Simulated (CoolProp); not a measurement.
A Linde-Hampson liquefier for normal hydrogen: isothermal reversible compression at 230 K from 1 atm to 40 MPa, throttling to 1 atm, return gas leaving the recuperator 5 K below the feed. Each further row changes one setting.

Values from CoolProp's reference Helmholtz-energy equation of state, Leachman 2009.

```json
[
 {"case": "as stated", "compression work (kJ/kg of gas)": "5950"},
 {"case": "high pressure 80 MPa", "compression work (kJ/kg of gas)": "6920"},
 {"case": "warm-end temperature 260 K", "compression work (kJ/kg of gas)": "6700"},
 {"case": "warm-end gap 10 K", "compression work (kJ/kg of gas)": "5950"}
]
```
